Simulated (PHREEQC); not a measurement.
**Leach liquor (model solution)**

Solution (25 °C): 60 mmol/kgw HCl, 180 mmol/kgw Li2SO4 and 1.2 mmol/kgw Na2SO4. Closed to the air; pH follows from the charge balance.

Computed with PHREEQC (ion-association model, phreeqc.dat).

Each row changes one thing in this solution. This is a speciation only: nothing precipitates in the calculation.

```csv
case,pH,ionic strength (mol/kgw),Li+ (mol/kgw),SO4-2 (mol/kgw),HSO4- (mol/kgw),LiSO4- (mol/kgw)
as made,1.86,0.453,0.327,0.106,0.0418,0.0334
Na2SO4 left out,1.85,0.450,0.327,0.105,0.0418,0.0332
diluted 10-fold with water,2.52,0.0535,0.0350,0.0147,0.00241,0.00103
HCl from 0.06 to 0.6 mol/kgw,0.48,0.824,0.354,0.0216,0.154,0.00585
HCl replaced by MgCl2 at the same molality,6.96,0.516,0.326,0.112,3.33e-7,0.0337
HCl left out,7.26,0.458,0.318,0.139,2.15e-7,0.0423
Li2SO4 from 0.18 to 0.036 mol/kgw,1.49,0.127,0.0704,0.0148,0.0207,0.00160
Na2SO4 from 0.0012 to 0.006 mol/kgw,1.86,0.463,0.326,0.109,0.0421,0.0340
HCl from 0.06 to 0.054 mol/kgw,1.91,0.453,0.326,0.109,0.0380,0.0342
```

The ionic strength passes 0.7 mol/kgw, the rough limit of the ion-association models, in HCl from 0.06 to 0.6 mol/kgw. Complexes and solids missing from the database can't appear.
